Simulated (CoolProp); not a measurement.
Properties of R22 at several states.

Values from CoolProp's reference Helmholtz-energy equation of state, Kamei 1995.

```tsv
T (K)	p (bar)	phase	cp (kJ/(kg K))	cv (kJ/(kg K))	isothermal compressibility (1/MPa)	expansivity (1/kK)	fugacity coefficient
440.4	57.7	supercritical	1.091	0.7604	0.2326	5.597	0.7969
438.1	6.21	gas	0.8161	0.7072	1.650	2.489	0.9767
306.3	3.05	gas	0.6952	0.5779	3.425	3.764	0.9604
```
